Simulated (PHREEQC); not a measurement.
PHREEQC input (ion-association model, wateq4f.dat):

```
SOLUTION_MASTER_SPECIES
  An  An-  0  An  62.0  # stands for a non-complexing anion
SOLUTION_SPECIES
  An- = An-
    -log_k 0
    -gamma 3.0 0
  PO4-3 + 3H+ = H3PO4  # constants of phreeqc.dat
    -log_k 21.721
    -delta_h -10.1 kJ
PHASES
  Fix_H+
    H+ = H+
    -log_k 0
SOLUTION 1
  temp 25
  units mmol/kgw
  pH 7 charge
  P 0.11
  Na 100.11
  An 100
END
SELECTED_OUTPUT 1
  -reset false
  -pH true
  -pe true
  -ionic_strength true
  -water true
  -totals Na P
  -molalities Hfo_wOH Hfo_wOH2+ Hfo_wO- Hfo_sOH Hfo_sOH2+ Hfo_sO- Hfo_wH2PO4 Hfo_wHPO4- Hfo_wPO4-2
USER_PUNCH 1
  -headings sigma psi
  10 PUNCH EDL("sigma", "Hfo"), EDL("psi", "Hfo")
PRINT
  -reset false
USE solution 1
SURFACE 1
  Hfo_wOH 0.000831461 600 0.37
  Hfo_sOH 2.07865e-05
EQUILIBRIUM_PHASES 1
  Fix_H+ -4 HAn 10
    -force_equality true
  O2(g) -0.68 10
END
# ... the last block is repeated for the other 12 points of pH, with NaOH or the acid as the point needs
```

Selected output (columns that matter, 13 of 13 rows; pH added in front):

```
pH	mu	Na	P	m_Hfo_wOH	m_Hfo_wOH2+	m_Hfo_wO-	m_Hfo_sOH	m_Hfo_sOH2+	m_Hfo_sO-	m_Hfo_wH2PO4	m_Hfo_wHPO4-	m_Hfo_wPO4-2	sigma	psi
4	0.10053	0.10011	1.117e-08	6.5241e-05	0.00065608	1.4862e-07	1.8797e-06	1.8903e-05	4.282e-09	3.1051e-05	7.5795e-05	3.142e-06	0.25764	0.13532
4.67	0.10037	0.10011	8.3111e-09	0.00016161	0.00055879	1.0707e-06	4.6561e-06	1.6099e-05	3.0849e-08	1.2282e-05	8.7196e-05	1.0513e-05	0.20236	0.12312
5.33	0.10028	0.10011	9.6795e-09	0.0002791	0.00043829	4.0716e-06	8.0413e-06	1.2628e-05	1.1731e-07	5.2928e-06	8.2735e-05	2.1963e-05	0.13912	0.10435
6	0.10021	0.10011	1.8348e-08	0.00037785	0.00033383	9.7972e-06	1.0886e-05	9.6181e-06	2.8227e-07	2.6253e-06	7.2941e-05	3.4416e-05	0.08328	0.079493
6.67	0.10016	0.10011	6.1596e-08	0.00044319	0.0002611	1.7233e-05	1.2768e-05	7.5221e-06	4.9647e-07	1.5238e-06	6.349e-05	4.4924e-05	0.042403	0.050269
7.33	0.10013	0.10011	4.0821e-07	0.00048373	0.00021296	2.5171e-05	1.3929e-05	6.1324e-06	7.2482e-07	1.0003e-06	5.5777e-05	5.2815e-05	0.013819	0.018711
8	0.1001	0.10011	4.2342e-06	0.00051778	0.00017226	3.5654e-05	1.4831e-05	4.9341e-06	1.0213e-06	6.3242e-07	4.6663e-05	5.847e-05	-0.010034	-0.013726
8.67	0.10013	0.10014	2.8995e-05	0.00056914	0.0001189	6.2409e-05	1.5764e-05	3.2935e-06	1.7286e-06	2.2951e-07	2.6967e-05	5.3809e-05	-0.033262	-0.041408
9.33	0.10031	0.10031	7.4906e-05	0.00060196	6.3327e-05	0.00013108	1.5712e-05	1.6529e-06	3.4214e-06	3.0281e-08	7.0656e-06	2.7998e-05	-0.057629	-0.062825
10	0.10054	0.10056	0.00010329	0.00056094	3.0956e-05	0.00023286	1.4137e-05	7.8019e-07	5.8687e-06	1.762e-09	7.8376e-07	5.9204e-06	-0.095456	-0.085885
10.67	0.10112	0.10119	0.00010916	0.00045894	1.347e-05	0.00035821	1.1485e-05	3.3709e-07	8.9642e-06	6.6092e-11	5.5275e-08	7.8508e-07	-0.1543	-0.1093
11.33	0.10347	0.10358	0.0001099	0.00030867	4.2099e-06	0.00051847	7.7177e-06	1.0526e-07	1.2963e-05	1.7321e-12	3.1174e-09	9.5282e-08	-0.2292	-0.12865
12	0.11414	0.11426	0.00010999	0.00014167	6.6718e-07	0.00068911	3.5417e-06	1.668e-08	1.7228e-05	1.8389e-14	9.5848e-11	8.4841e-09	-0.30673	-0.14097
```

Complexes and solids missing from the database can't appear. H3PO4, which wateq4f.dat lacks, is added to it with the constant of phreeqc.dat.
